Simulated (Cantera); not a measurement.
Premixed flame

A freely propagating, adiabatic, planar premixed flame of 55.0 % H₂, 11.9 % O₂, 32.3 % N₂, 0.825 % H₂O, equivalence ratio 2.3, unburnt at 600 K and 0.300 bar; mixture-averaged transport, grid criteria slope 0.08 and curve 0.16, no radiation.

Model: the H2/O2 subset of GRI-Mech 3.0, which has no nitrogen chemistry, integrated in Cantera. Burning velocities carry a grid error of a few per cent, more on coarse grids.

| z (mm) | T (K) | u (m/s) | x H₂ | x O₂ | x O | x H₂O | x HO₂ | x H |
|---|---|---|---|---|---|---|---|---|
| -6.18 | 600 | 8.99 | 0.550 | 0.119 | <1e-8 | 0.00825 | <1e-8 | <1e-8 |
| -4.12 | 600 | 8.99 | 0.550 | 0.119 | <1e-8 | 0.00825 | <1e-8 | <1e-8 |
| -3.09 | 600 | 8.99 | 0.550 | 0.119 | <1e-8 | 0.00825 | <1e-8 | <1e-8 |
| -2.06 | 600 | 8.99 | 0.550 | 0.119 | <1e-8 | 0.00825 | 8.01e-7 | 3.83e-7 |
| -1.03 | 615 | 9.20 | 0.548 | 0.119 | 1.23e-5 | 0.00913 | 9.84e-5 | 0.000579 |
| -0.515 | 776 | 11.4 | 0.519 | 0.115 | 0.000301 | 0.0236 | 6.18e-5 | 0.0132 |
| 0 | 1170 | 16.7 | 0.379 | 0.0664 | 0.00414 | 0.126 | 2.38e-5 | 0.0852 |
| 0.515 | 1424 | 20.3 | 0.275 | 0.00830 | 0.00277 | 0.238 | 2.93e-6 | 0.132 |
| 1.03 | 1520 | 21.5 | 0.269 | 0.00124 | 0.00166 | 0.254 | 4.16e-7 | 0.129 |
| 2.06 | 1629 | 22.9 | 0.278 | 0.000632 | 0.00151 | 0.256 | 1.99e-7 | 0.114 |
| 4.12 | 1750 | 24.4 | 0.290 | 0.000524 | 0.00132 | 0.259 | 1.56e-7 | 0.0967 |
| 8.23 | 1880 | 25.9 | 0.303 | 0.000387 | 0.00102 | 0.262 | 1.14e-7 | 0.0776 |
| 16.5 | 2006 | 27.3 | 0.315 | 0.000249 | 0.000684 | 0.265 | 7.88e-8 | 0.0589 |
x: mole fraction of selected species; z is measured from the peak of heat release.

The laminar burning velocity is 899 cm/s. The thermal thickness comes out as 2.06 mm and the peak x(O) is 0.00468. The peak x(HO₂) is 9.91e-5, the peak x(H) is 0.133 and the grid points is 148.
